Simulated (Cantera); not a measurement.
Feed: 1 mol C₂H₂, 1.2 mol H₂O, at 2300 K and 23.0 mbar.

These are equilibrium values from Cantera (NASA tables, ideal gas, pure condensed phases), not measurements of a reactor. Equilibrium is a limit: real reactors are often held back by kinetics, nucleation or transport.

```csv
species,before,after
H₂,0.604,0.902
H,0.0496,0.0606
CO,0.344,0.0334
C₂H₂ (acetylene),0.00261,0.00390
C₂H,9.68e-6,1.18e-5
"C(graphite), mol",0.782,1.95
```
Gas species are given as mole fractions.

Question: Which change was made?
A. temperature from 2300 K to 2523 K
B. H₂O from 1.2 to 0.037 mol
C. pressure from 23.0 mbar to 1.33 mbar
D. H₂O from 1.2 to 4.8 mol

Answer: B, H₂O from 1.2 to 0.037 mol
